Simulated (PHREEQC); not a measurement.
Model water analysis in mg/kgw, 30 °C, pH 2.43, pe 8.5:

```csv
constituent,mg/kgw
Na,142
K,43.9
Ca,23.4
Mg,9.85
Cl,57
S(6) as SO4,718
O(0) (dissolved oxygen),0.229
```

Na is adjusted to close the charge balance.
Valence states are taken as typed.

All values are PHREEQC results (ion-association model, wateq4f.dat), not measurements.

Problem. The ionic strength comes out as 0.0205 mol/kgw. What activity coefficients do Cl-, CaHSO4+, K+, Mg+2, NaSO4- get?

Solution. Cl- 0.86, CaHSO4+ 0.87, K+ 0.86, Mg+2 0.59, NaSO4- 0.87.

No solid was allowed to form. Complexes and solids missing from the database can't appear.
